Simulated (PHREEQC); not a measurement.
Synthetic water in mg/L, 10 °C, pH 6.71, pe 12.4:

```tsv
constituent	mg/L
Na	1.52
K	1.42
Ca	0.611
Mg	0.773
Cl	2.51
S(6) as SO4	4.57
Alkalinity as HCO3	1.71
B	0.0635
Cd	0.00238
N(5) as NO3	0.0654
```

Cl is adjusted to close the charge balance.
Valence states are taken as typed.

Model: ion-association model, phreeqc.dat, run in PHREEQC.

| quantity | before | after |
|---|---|---|
| MgSO4 (mol/kgw) | 2.00e-7 | 2.69e-6 |
| CaSO4 (mol/kgw) | 9.71e-8 | 1.30e-6 |
| NaSO4- (mol/kgw) | 1.31e-8 | 1.93e-7 |
| SI of Otavite (CdCO3) | -3.95 | -2.81 |
| SI of Gypsum (CaSO4:2H2O) | -4.62 | -3.49 |

### Question
Which change was made?
A. Na from 1.52 to 4.56 mg/L
B. temperature from 10 to 35 °C at the same typed pH
C. pH from 6.71 to 6.21 at the same alkalinity
D. all concentrations times 4 at the same typed pH

### Answer
D, all concentrations times 4 at the same typed pH

Precipitation was switched off in this run. Away from 25 °C the constants follow the database's enthalpies or fits; those with neither stay at their 25 °C values.
